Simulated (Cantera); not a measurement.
# Thermodynamics of thermal oxidation and active oxidation of silicon, feed Si + H2O + N2 + CO2

Feed: 1 mol Si, 0.47 mol H2O, 130 mol N2, 1 mol CO2, held at 0.000210 bar.

These are equilibrium values from Cantera (NASA tables, ideal gas, pure condensed phases), not measurements of a reactor. Candidate condensed phases: C, C6H6, C7H8, C8H18, H2O, Si, SiC, SiO2, Si2N2O, Si3N4; 151 gas species. N2 is the only nitrogen source here; it is nearly inert below about 1500 K, so the nitride shown seldom forms there in practice. Mutual solubility and eutectic melting of coexisting phases are not modelled. The tables hold silica as quartz up to 1696 K and as liquid above; real silica turns to tridymite and cristobalite and melts near 1996 K. Equilibrium is a limit: real reactors are often held back by kinetics, nucleation or transport.

From 1100 K to 1300 K the condensed part is SiO2(β-quartz) + Si2N2O(s). From 1400 K to 1600 K the condensed part is SiO2(β-quartz). At 1700 K the condensed part is SiO2(condensed). The main Si-bearing gas is SiO throughout. The share of Si in condensed phases is highest at 1100 K (100.0 %) and lowest at 1700 K (31.2 %).

```json
[
 {"T (K)": "1100", "log p N2": "-3.68", "log p CO": "-5.80", "log p SiO": "-10.82", "log p H2": "-6.12", "log p H2O": "-10.98", "log p H": "-10.65", "log p CO2": "-10.66", "log p OH": "<-15", "n SiO2(β-quartz)": "0.647", "n Si2N2O(s)": "0.177", "n SiO2(condensed)": "0"},
 {"T (K)": "1200", "log p N2": "-3.68", "log p CO": "-5.80", "log p SiO": "-8.82", "log p H2": "-6.12", "log p H2O": "-10.82", "log p H": "-9.77", "log p CO2": "-10.63", "log p OH": "<-15", "n SiO2(β-quartz)": "0.646", "n Si2N2O(s)": "0.176", "n SiO2(condensed)": "0"},
 {"T (K)": "1300", "log p N2": "-3.68", "log p CO": "-5.80", "log p SiO": "-7.12", "log p H2": "-6.12", "log p H2O": "-10.68", "log p H": "-9.02", "log p CO2": "-10.60", "log p OH": "-15.46", "n SiO2(β-quartz)": "0.631", "n Si2N2O(s)": "0.161", "n SiO2(condensed)": "0"},
 {"T (K)": "1400", "log p N2": "-3.68", "log p CO": "-5.80", "log p SiO": "-6.07", "log p H2": "-6.13", "log p H2O": "-10.17", "log p H": "-8.38", "log p CO2": "-10.18", "log p OH": "-14.12", "n SiO2(β-quartz)": "0.470", "n Si2N2O(s)": "0", "n SiO2(condensed)": "0"},
 {"T (K)": "1500", "log p N2": "-3.68", "log p CO": "-5.80", "log p SiO": "-6.07", "log p H2": "-6.13", "log p H2O": "-8.82", "log p H": "-7.82", "log p CO2": "-8.90", "log p OH": "-12.06", "n SiO2(β-quartz)": "0.468", "n Si2N2O(s)": "0", "n SiO2(condensed)": "0"},
 {"T (K)": "1600", "log p N2": "-3.68", "log p CO": "-5.80", "log p SiO": "-6.06", "log p H2": "-6.15", "log p H2O": "-7.69", "log p H": "-7.34", "log p CO2": "-7.82", "log p OH": "-10.28", "n SiO2(β-quartz)": "0.447", "n Si2N2O(s)": "0", "n SiO2(condensed)": "0"},
 {"T (K)": "1700", "log p N2": "-3.69", "log p CO": "-5.83", "log p SiO": "-5.96", "log p H2": "-6.26", "log p H2O": "-6.86", "log p H": "-6.96", "log p CO2": "-6.96", "log p OH": "-8.84", "n SiO2(β-quartz)": "0", "n Si2N2O(s)": "0", "n SiO2(condensed)": "0.312"}
]
```
log p: log10 of the partial pressure in bar; n: condensed amount in mol.
